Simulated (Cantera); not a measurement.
Input (Python, Cantera) and output of one run.

```python
import numpy as np
import cantera as ct

gas_names = """
    AL ALH ALO ALOH ALO2 ALO2H AL2 AL2O AL2O2 H HALO HO2 H2 H2O H2O2 O OH O2 O3
""".split()
cond_names = """
    AL(cr) AL(L) AL2O3(a) AL2O3(L) H2O(s) H2O(L)
""".split()


# ... load() reads the species with a 1 bar reference pressure and builds the phases ...
atoms = {
    'Al2O3': {'AL': 2, 'O': 3},
    'H2': {'H': 2},
    'H2O': {'H': 2, 'O': 1},
}
top_T = {}  # K; cautious upper limits of use, not melting points


# ... equilibrate(T, P, feed) seeds the gas with the atoms and calls Mixture.equilibrate('TP', solver="vcs", rtol=1e-11, max_steps=5000) ...
results = []
feed = {'Al2O3': 1, 'H2': 47, 'H2O': 0.1}  # mol
T = 1450  # K
P = 230  # Pa
mix = equilibrate(T, P, feed)
results.append((T, P, feed, dict(zip(mix.species_names, mix.species_moles))))
print(gas.report(threshold=1e-06))
for i in range(1, mix.n_phases):
    print(f"{mix.phase(i).name:16s} {mix.phase_moles(i):12.5e} mol")
```

Output:

```
       temperature   1450 K
          pressure   230 Pa
           density   3.9105e-05 kg/m^3
  mean mol. weight   2.0498 kg/kmol
   phase of matter   gas

                          1 kg             1 kmol
                     ---------------   ---------------
          enthalpy         1.672e+07        3.4272e+07  J
   internal energy        1.0838e+07        2.2216e+07  J
           entropy        1.1152e+05         2.286e+05  J/K
    Gibbs function       -1.4499e+08       -2.9719e+08  J
 heat capacity c_p             15702             32186  J/K
 heat capacity c_v             11646             23871  J/K

                      mass frac. Y      mole frac. X     chem. pot. / RT
                     ---------------   ---------------   ---------------
                 H        9.6864e-05        0.00019697           -12.291
                H2           0.98125           0.99768           -24.582
               H2O          0.018658         0.0021229           -58.441
     [  +16 minor]        8.9148e-08        1.0319e-08

AL(L)             0.00000e+00 mol
AL2O3(a)          1.00000e+00 mol
```

Cantera equilibrium calculation (NASA polynomials, part measured and part estimated; ideal gas, pure solids and liquids).
